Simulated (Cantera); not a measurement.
Cantera run:

```python
import numpy as np
import cantera as ct

gas_names = """
    H PH3 O
""".split()
cond_names = """
    P4O10(s)
""".split()


# ... load() reads the species with a 1 bar reference pressure and builds the phases ...
species = {s.name: s for s in load("nasa_gas.yaml", gas_names) + load("nasa_condensed.yaml", cond_names)}
# Each term lists the table entries of one substance; the one whose range holds T is used.
reactions = {
    '12 H(g) + P4O10 = 4 PH3(g) + 10 O(g)':
        [(-12, ['H']), (-1, ['P4O10(s)']), (4, ['PH3']), (10, ['O'])],
}


def pick(names, T):
    return next(species[n] for n in names if species[n].thermo.min_temp <= T <= species[n].thermo.max_temp)


results = []
for label, terms in reactions.items():
    print(label)
    print("     T/K   dH/kJ  dS/(J/K)   dG/kJ   log10 K")
    for T in [300, 573, 598, 623, 648, 673]:
        used = [(nu, pick(names, T)) for nu, names in terms]
        dH = sum(nu * s.thermo.h(T) for nu, s in used) / 1e6
        dS = sum(nu * s.thermo.s(T) for nu, s in used) / 1e3
        dG = dH - T * dS / 1e3
        logK = -dG * 1e6 / (ct.gas_constant * T * np.log(10))
        results.append((label, T, dH, dS, dG, logK, [s.name for _, s in used]))
        print(f"{T:8g} {dH:8.1f} {dS:8.1f} {dG:8.1f} {logK:8.2f}")
```

Output:

```
12 H(g) + P4O10 = 4 PH3(g) + 10 O(g)
     T/K   dH/kJ  dS/(J/K)   dG/kJ   log10 K
     300   2907.3    845.8   2653.6  -462.02
     573   2870.5    761.1   2434.4  -221.92
     598   2866.3    753.9   2415.5  -210.99
     623   2862.0    746.8   2396.7  -200.95
     648   2857.6    739.9   2378.1  -191.70
     673   2853.1    733.1   2359.7  -183.15
```

Source: NASA polynomial tables (part measured, part estimated), evaluated in Cantera. Condensed species are held in their standard states even where they would react or evaporate.
